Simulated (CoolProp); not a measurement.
Vapour-liquid equilibrium of R22 (1) + n-hexane (2) at 315.1 K; x and y are mole fractions of (1).

Computed with CoolProp (multi-fluid Helmholtz-energy mixture model, Kamei 1995 and Thol 2019; pair parameters Bell 2016).

### Question
Give the bubble pressure and the first vapour's composition at x = 0.2, 0.425, 0.5. Is there an azeotrope?

### Answer
x = 0.2: 0.4310 MPa, y = 0.911; x = 0.425: 0.7880 MPa, y = 0.956; x = 0.5: 0.8881 MPa, y = 0.963. No azeotrope shows between x = 0.05 and 0.95.

Pair parameters are fitted to limited data, so mixtures are less certain than the pure fluids. The gap from Raoult's law changes sign with composition, which may be real or a fault of the pair parameters; it wasn't checked against measurements.
